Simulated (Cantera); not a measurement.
An isothermal plug-flow reactor at 1200 K and 1.00 bar (inlet), inlet velocity 3.2 m/s, active area per volume 630 1/m; feed CH₄ : O₂ : N₂ = 0.029 : 0.013 : 0.79 (molar parts).

Model: Deutschmann's 1995 Pt surface mechanism with GRI-Mech 3.0 gas chemistry, integrated in Cantera. Catalytic surfaces can have several steady states; this one follows from the mechanism file's or the stated starting coverage. Mass transfer to the wall is taken as infinitely fast.

Q: Predict: x(CH₄) at z = 0.01 m; x(O₂) at z = 0.01 m; x(H₂O) at z = 0.01 m; x(CO₂) at z = 0.01 m; x(CO) at z = 0.01 m; θ(free Pt) at the exit; θ(H*) at the exit; θ(CO*) at the exit; θ(C*) at the exit.

A: 
```json
{
 "x(CH₄) at z = 0.01 m": "0.0161",
 "x(O₂) at z = 0.01 m": "0.00119",
 "x(H₂O) at z = 0.01 m": "0.0102",
 "x(CO₂) at z = 0.01 m": "1.99e-5",
 "x(CO) at z = 0.01 m": "0.0180",
 "θ(free Pt) at the exit": "0.154",
 "θ(H*) at the exit": "0.00230",
 "θ(CO*) at the exit": "0.00188",
 "θ(C*) at the exit": "0.842"
}
```
